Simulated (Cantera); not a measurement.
Input (Python, Cantera):

```python
import numpy as np
import cantera as ct

gas = ct.Solution("gri30.yaml")
gas.TPX = 1700, 220000, {'CO': 1, 'H2': 0.42, 'O2': 2.09, 'N2': 7.85, 'CO2': 0.45}
reactor = ct.IdealGasReactor(gas, energy="on", clone=False)
net = ct.ReactorNet([reactor])
net.rtol, net.atol = 1e-08, 1e-16
show = ['CO', 'H2', 'O2', 'H', 'N2O']
times = np.geomspace(2e-06, 0.1, 10)

steps = ct.SolutionArray(gas, extra=["t"])
rows = []
print(f"{'t/s':>10s}{'T/K':>9s}{'P/Pa':>11s}" + "".join(f"{s:>11s}" for s in show))
for t in times:
    while net.time < t:
        t_next = net.step()
        steps.append(gas.state, t=t_next)
    rows.append([np.interp(t, steps.t, y) for y in (steps.T, steps.P, *steps(*show).X.T)])
    print(f"{t:10.3e}{rows[-1][0]:9.1f}{rows[-1][1]:11.4g}" + "".join(f"{x:11.3e}" for x in rows[-1][2:]))
rate = np.gradient(steps.T, steps.t)
print("integrator steps:", len(steps.t))
if steps.T.max() > steps.T[0] + 200:
    print(f"time of steepest temperature rise: {steps.t[rate.argmax()]:.4e} s")
gas.TPX = 1700, 220000, {'CO': 1, 'H2': 0.42, 'O2': 2.09, 'N2': 7.85, 'CO2': 0.45}
gas.equilibrate("UV")
print(f"equilibrium (UV): T = {gas.T:.1f} K  " + "  ".join(f"{s} {gas[s].X[0]:.3e}" for s in show))
```

It prints:

```
       t/s      T/K       P/Pa         CO         H2         O2          H        N2O
 2.000e-06   1700.0    2.2e+05  8.467e-02  3.554e-02  1.770e-01  7.950e-06  4.195e-11
 6.655e-06   1715.7  2.218e+05  8.160e-02  1.476e-02  1.607e-01  6.658e-03  5.888e-08
 2.214e-05   2035.1  2.586e+05  4.565e-02  1.998e-03  1.306e-01  6.726e-03  1.002e-06
 7.368e-05   2405.7  2.989e+05  2.333e-02  1.047e-03  1.266e-01  1.744e-03  1.538e-06
 2.452e-04   2576.8  3.168e+05  1.162e-02  5.031e-04  1.246e-01  4.929e-04  1.579e-06
 8.158e-04   2582.3  3.172e+05  1.074e-02  4.694e-04  1.233e-01  4.384e-04  1.554e-06
 2.714e-03   2572.1  3.158e+05  1.038e-02  4.560e-04  1.204e-01  4.147e-04  1.565e-06
 9.032e-03   2559.5  3.141e+05  9.948e-03  4.400e-04  1.169e-01  3.872e-04  1.619e-06
 3.005e-02   2556.9  3.138e+05  9.858e-03  4.366e-04  1.161e-01  3.816e-04  1.635e-06
 1.000e-01   2556.9  3.138e+05  9.857e-03  4.366e-04  1.161e-01  3.816e-04  1.636e-06
integrator steps: 1153
time of steepest temperature rise: 7.8310e-06 s
equilibrium (UV): T = 2556.9 K  CO 9.857e-03  H2 4.366e-04  O2 1.161e-01  H 3.816e-04  N2O 1.636e-06
```

Detailed kinetics in Cantera: GRI-Mech 3.0 (53 species, 325 reactions). The hydrogen kinetics of GRI-Mech 3.0 are dated; newer H2 mechanisms differ, most at raised pressure.
